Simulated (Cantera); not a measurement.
Input: 1 mol BCl3, 2.8 mol H2O, 180 mol H2, held at 1900 K and 0.133 bar.

Method: chemical equilibrium by Gibbs-energy minimisation in Cantera with the NASA 1993 tables (ideal gas, pure condensed phases). The tables' values for BOCl are old estimates; treat these amounts as uncertain. Equilibrium is a limit: real reactors are often held back by kinetics, nucleation or transport.

```
species    before     after
-------  --------  --------
H2          0.970     0.972
HCl        0.0162    0.0162
H2O       0.00642   0.00602
H         0.00214  0.000950
HBO2      0.00317   0.00356
BO        6.52e-5   2.56e-5
Cl        2.69e-5   1.21e-5
B2O2      1.12e-5   8.44e-6
HBO       0.00184   0.00147
BOCl      3.02e-5   2.56e-5
B2O3     0.000138  0.000155
```
Gas species are given as mole fractions.

### Question
What was changed between the two runs?
A) temperature from 1900 K to 1973 K
B) temperature from 1900 K to 1023 K
C) temperature from 1900 K to 1798 K
D) temperature from 1900 K to 2448 K

### Answer
C, temperature from 1900 K to 1798 K
